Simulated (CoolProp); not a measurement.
A simple Rankine cycle with R114: condensing at 296.15 K, boiler at 1.13 MPa, turbine inlet 367.1 K, turbine efficiency 0.9, pump efficiency 0.7, no recuperator. Each further row changes one setting.

Computed with CoolProp (reference Helmholtz-energy equation of state, Platzer 1990). This equation is an older, rougher fit; its heat capacities, sound speeds and derivatives of the liquid may be far off and weren't checked against measurements.

```json
[
 {"case": "as stated", "thermal efficiency (%)": "12.9", "net work (kJ/kg)": "21.9", "heat in (kJ/kg)": "169", "turbine exit temperature (K)": "321.9", "volume ratio over the turbine": "6.02"},
 {"case": "turbine inlet 387.1 K", "thermal efficiency (%)": "12.8", "net work (kJ/kg)": "23.9", "heat in (kJ/kg)": "187", "turbine exit temperature (K)": "342.9", "volume ratio over the turbine": "5.80"},
 {"case": "condensing temperature 288.15 K", "thermal efficiency (%)": "14.3", "net work (kJ/kg)": "25.4", "heat in (kJ/kg)": "177", "turbine exit temperature (K)": "316.2", "volume ratio over the turbine": "7.83"},
 {"case": "boiler pressure 0.791 MPa", "thermal efficiency (%)": "10.6", "net work (kJ/kg)": "18.5", "heat in (kJ/kg)": "175", "turbine exit temperature (K)": "333.5", "volume ratio over the turbine": "3.98"},
 {"case": "turbine efficiency 0.8", "thermal efficiency (%)": "11.4", "net work (kJ/kg)": "19.3", "heat in (kJ/kg)": "169", "turbine exit temperature (K)": "325.3", "volume ratio over the turbine": "6.10"}
]
```
